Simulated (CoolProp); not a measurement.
The fluid at 298.15 K and 0.186 MPa is compressed adiabatically to 1.42 MPa with isentropic efficiency 0.7. The same conditions are run with several fluids, on thermodynamics alone (safety and materials aside).

The numbers come from the reference Helmholtz-energy equation of state of each fluid (R142b: Lemmon 2006; propylene: Lemmon 2013; R134a: Tillner-Roth 1994; ammonia: Gao 2020; carbon dioxide: Span 1996) in CoolProp.

```json
[
 {"fluid": "R142b", "work (kJ/kg)": "…", "final temperature (K)": "…", "final density (kg/m³)": "52.1"},
 {"fluid": "propylene", "work (kJ/kg)": "…", "final temperature (K)": "412.6", "final density (kg/m³)": "…"},
 {"fluid": "R134a", "work (kJ/kg)": "72.1", "final temperature (K)": "388.6", "final density (kg/m³)": "…"},
 {"fluid": "ammonia", "work (kJ/kg)": "…", "final temperature (K)": "528.6", "final density (kg/m³)": "5.60"},
 {"fluid": "carbon dioxide", "work (kJ/kg)": "202", "final temperature (K)": "515.8", "final density (kg/m³)": "…"}
]
```

Fill in the missing entries.


- R142b, work (kJ/kg): 71.5
- R142b, final temperature (K): 391.8
- propylene, work (kJ/kg): 185
- propylene, final density (kg/m³): 18.8
- R134a, final density (kg/m³): 50.7
- ammonia, work (kJ/kg): 523
- carbon dioxide, final density (kg/m³): 14.7
